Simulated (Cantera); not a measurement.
A Cantera script and its output.

```python
import numpy as np
import cantera as ct

gas = ct.Solution("gri30.yaml")
gas.TPX = 1450, 390, {'H2': 0.39, 'O2': 1}
reactor = ct.IdealGasConstPressureReactor(gas, energy="off", clone=False)
net = ct.ReactorNet([reactor])
net.rtol, net.atol = 1e-08, 1e-18
show = ['H2', 'O2', 'H2O2', 'H2O', 'H', 'O', 'OH']
times = np.geomspace(0.0007, 90, 9)

steps = ct.SolutionArray(gas, extra=["t"])
rows = []
print(f"{'t/s':>10s}{'T/K':>9s}{'P/Pa':>11s}" + "".join(f"{s:>11s}" for s in show))
for t in times:
    while net.time < t:
        t_next = net.step()
        steps.append(gas.state, t=t_next)
    rows.append([np.interp(t, steps.t, y) for y in (steps.T, steps.P, *steps(*show).X.T)])
    print(f"{t:10.3e}{rows[-1][0]:9.1f}{rows[-1][1]:11.4g}" + "".join(f"{x:11.3e}" for x in rows[-1][2:]))
rate = np.gradient(steps.T, steps.t)
print("integrator steps:", len(steps.t))
if steps.T.max() > steps.T[0] + 200:
    print(f"time of steepest temperature rise: {steps.t[rate.argmax()]:.4e} s")
gas.TPX = 1450, 390, {'H2': 0.39, 'O2': 1}
gas.equilibrate("TP")
print(f"equilibrium (TP): T = {gas.T:.1f} K  " + "  ".join(f"{s} {gas[s].X[0]:.3e}" for s in show))
```

Output:

```
       t/s      T/K       P/Pa         H2         O2       H2O2        H2O          H          O         OH
 7.000e-04   1450.0        390  2.802e-01  7.192e-01  2.333e-08  2.565e-04  1.689e-04  8.940e-05  7.381e-05
 3.046e-03   1450.0        390  1.874e-02  5.526e-01  6.919e-08  2.033e-01  9.333e-02  1.076e-01  2.435e-02
 1.326e-02   1450.0        390  1.830e-02  5.574e-01  7.068e-08  2.084e-01  8.828e-02  1.035e-01  2.416e-02
 5.768e-02   1450.0        390  1.625e-02  5.767e-01  7.612e-08  2.289e-01  6.846e-02  8.661e-02  2.316e-02
 2.510e-01   1450.0        390  8.102e-03  6.310e-01  7.792e-08  2.858e-01  2.017e-02  3.783e-02  1.710e-02
 1.092e+00   1450.0        390  7.257e-04  6.688e-01  2.998e-08  3.216e-01  4.944e-04  3.192e-03  5.265e-03
 4.753e+00   1450.0        390  4.627e-05  6.729e-01  6.499e-09  3.255e-01  7.898e-06  2.025e-04  1.334e-03
 2.068e+01   1450.0        390  7.600e-06  6.734e-01  2.700e-09  3.260e-01  5.263e-07  3.326e-05  5.413e-04
 9.000e+01   1450.0        390  6.068e-06  6.734e-01  2.574e-09  3.261e-01  3.756e-07  2.656e-05  4.837e-04
integrator steps: 1565
equilibrium (TP): T = 1450.0 K  H2 6.068e-06  O2 6.734e-01  H2O2 2.574e-09  H2O 3.261e-01  H 3.756e-07  O 2.656e-05  OH 4.837e-04
```

Cantera simulation using GRI-Mech 3.0 (53 species, 325 reactions); the numbers are that mechanism's predictions, not measurements. Radical loss at walls, strong at low pressure, is not modelled. The temperature is held fixed by assumption; the heat of reaction is taken as removed at once.
